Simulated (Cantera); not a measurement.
Charge: 1 mol Cu2O, 0.39 mol H2, equilibrated at 1598 K.

Method: chemical equilibrium by Gibbs-energy minimisation in Cantera with the NASA 1993 tables (ideal gas, pure condensed phases). Candidate condensed phases: Cu, CuO, Cu(OH)2, Cu2O, H2O; 12 gas species. Each liquid is taken as pure. Mutual solubility and eutectic melting of coexisting phases are not modelled. Kinetics and transport are ignored.

x: gas mole fraction; n: condensed amount in mol.

```json
[
 {"P (Pa)": "10", "x H2O": "0.341", "x O2": "0.267", "x Cu": "0.386", "x OH": "0.00342", "x O": "0.000732", "n Cu(l)": "1.56", "n Cu2O(l)": "0"},
 {"P (Pa)": "42", "x H2O": "0.507", "x O2": "0.397", "x Cu": "0.0919", "x OH": "0.00321", "x O": "0.000435", "n Cu(l)": "1.93", "n Cu2O(l)": "0"},
 {"P (Pa)": "180", "x H2O": "0.764", "x O2": "0.212", "x Cu": "0.0214", "x OH": "[?]", "x O": "0.000154", "n Cu(l)": "1.20", "n Cu2O(l)": "0.394"},
 {"P (Pa)": "750", "x H2O": "0.942", "x O2": "0.0508", "x Cu": "0.00515", "x OH": "[?]", "x O": "3.68e-5", "n Cu(l)": "0.862", "n Cu2O(l)": "0.568"},
 {"P (Pa)": "3200", "x H2O": "0.986", "x O2": "0.0119", "x Cu": "0.00121", "x OH": "[?]", "x O": "8.64e-6", "n Cu(l)": "0.798", "n Cu2O(l)": "0.601"},
 {"P (Pa)": "13000", "x H2O": "0.996", "x O2": "0.00293", "x Cu": "0.000297", "x OH": "[?]", "x O": "2.13e-6", "n Cu(l)": "0.784", "n Cu2O(l)": "0.608"},
 {"P (Pa)": "56000", "x H2O": "0.999", "x O2": "0.000680", "x Cu": "6.89e-5", "x OH": "[?]", "x O": "4.93e-7", "n Cu(l)": "0.781", "n Cu2O(l)": "0.610"},
 {"P (Pa)": "240000", "x H2O": "0.999", "x O2": "0.000159", "x Cu": "1.61e-5", "x OH": "[?]", "x O": "1.15e-7", "n Cu(l)": "0.780", "n Cu2O(l)": "0.610"},
 {"P (Pa)": "1000000", "x H2O": "1.000", "x O2": "3.81e-5", "x Cu": "3.86e-6", "x OH": "[?]", "x O": "2.76e-8", "n Cu(l)": "0.780", "n Cu2O(l)": "0.610"}
]
```

### Question
Complete the blanks.

### Answer

- 180, x OH: 0.00234
- 750, x OH: 0.00127
- 3200, x OH: 0.000631
- 13000, x OH: 0.000315
- 56000, x OH: 0.000152
- 240000, x OH: 7.34e-5
- 1000000, x OH: 3.60e-5
